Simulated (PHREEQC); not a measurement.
Solution (65 °C): 16 mmol/kgw CdCl2, 72 mmol/kgw CaCl2 and 0.068 mmol/kgw H2SO4. Closed to the air; pH follows from the charge balance.

Equilibrium calculation in PHREEQC: ion-association model, phreeqc.dat.

```csv
quantity,before,after
pH,3.98,3.97
ionic strength (mol/kgw),0.233,0.233
Cl- (mol/kgw),0.158,0.158
SO4-2 (mol/kgw),3.11e-5,3.25e-5
HSO4- (mol/kgw),3.01e-7,1.27e-7
```

Question: What was changed between the two runs?
A. CdCl2 left out
B. temperature from 65 to 75 °C
C. CaCl2 from 0.072 to 0.036 mol/kgw
D. temperature from 65 to 25 °C
E. H2SO4 from 6.8e-05 to 0.000102 mol/kgw

Answer: D, temperature from 65 to 25 °C

Precipitation was switched off in this run. Away from 25 °C the constants follow the database's enthalpies or fits; those with neither stay at their 25 °C values.
